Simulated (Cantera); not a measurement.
## N2O furnace oxynitridation

A perfectly stirred reactor is fed with 12.8 % N2O, 0.141 % H2, 87.1 % N2, at 0.290 bar; it is held at 1500 K, and followed from long to short residence time.

Detailed kinetics in Cantera: GRI-Mech 3.0 (53 species, 325 reactions). GRI-Mech 3.0 was tuned for natural gas; its chemistry of N2O as a main component is partial and can be far from experiment. The temperature is held fixed by assumption; the heat of reaction is taken as removed at once.

```
τ (s)      x N2O      x H2    x HO2      x NO    x H2O2
-------  -------  --------  -------  --------  --------
3.9      0.00261   1.06e-6  2.99e-8    0.0144  4.25e-10
0.80      0.0101   3.25e-6  4.92e-8    0.0186  6.81e-10
0.16      0.0349   1.19e-5  1.14e-7    0.0172  9.73e-10
0.033     0.0808   4.74e-5  4.13e-7   0.00914   1.46e-9
0.0067     0.114  0.000178  1.59e-6   0.00261   3.05e-9
0.0014     0.124  0.000536  3.13e-6  0.000575   6.00e-9
0.00028    0.127   0.00114  2.60e-6  0.000107   4.06e-9
```
x: mole fraction; the columns are a selection and need not sum to one.
